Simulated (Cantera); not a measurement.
## Equilibrium for hydrogen reduction and annealing atmospheres: Ta₂O₅ + H₂ + H₂O

Charge: 1 mol Ta₂O₅, 19 mol H₂, 0.1 mol H₂O, equilibrated at 1.00 bar.

Equilibrium computed with Cantera from the NASA thermochemical tables; the gas is ideal and each condensed phase is pure. Candidate condensed phases: H₂O, Ta, Ta₂O₅; 12 gas species. Rates play no part.

From 1198 K to 1948 K the condensed part is Ta₂O₅(s). From 2098 K to 2248 K the condensed part is Ta₂O₅(l).

```
T (K)   x H₂       x H    x H₂O    x TaO₂      x OH     x TaO  n Ta₂O₅(s)  n Ta₂O₅(l)
-----  -----  --------  -------  --------  --------  --------  ----------  ----------
1198   0.995   1.90e-7  0.00524    <1e-12  7.89e-12    <1e-12        1.00           0
1348   0.995   2.31e-6  0.00524    <1e-12  1.96e-10    <1e-12        1.00           0
1498   0.995   1.71e-5  0.00524  1.04e-12   2.56e-9    <1e-12        1.00           0
1648   0.995   8.88e-5  0.00524  1.34e-10   2.10e-8  1.43e-12        1.00           0
1798   0.994  0.000351  0.00523   7.45e-9   1.21e-7  1.90e-10        1.00           0
1948   0.994   0.00113  0.00523   2.18e-7   5.37e-7   1.15e-8       1.000           0
2098   0.992   0.00306  0.00523   3.59e-6   1.92e-6   3.56e-7           0       1.000
2248   0.987   0.00730  0.00524   3.33e-5   5.80e-6   5.67e-6           0       1.000
```
x: gas mole fraction; n: condensed amount in mol.
